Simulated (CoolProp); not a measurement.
A single-stage vapour-compression cycle with ammonia: evaporating at 244.15 K (dew point), condensing at 285.15 K (bubble point), superheat 10 K, subcooling 8 K, compressor efficiency 0.8, no pressure losses. Each further row changes one setting.

The numbers come from the reference Helmholtz-energy equation of state, Gao 2020 in CoolProp.

```
case                              cooling COP  pressure ratio  discharge temperature (K)  refrigerating effect (kJ/kg)  volumetric capacity (kJ/m³)
--------------------------------  -----------  --------------  -------------------------  ----------------------------  ---------------------------
as stated                                4.03            5.25                      397.9                          1230                         1270
evaporating temperature 249.15 K         4.79            4.15                      381.3                          1240                         1600
condensing temperature 280.15 K          4.68            4.42                      380.8                          1250                         1300
subcooling 13 K                          4.10            5.25                      397.9                          1250                         1300
superheat 20 K                           3.93            5.25                      412.8                          1250                         1240
compressor efficiency 0.7                3.52            5.25                      416.1                          1230                         1270
```
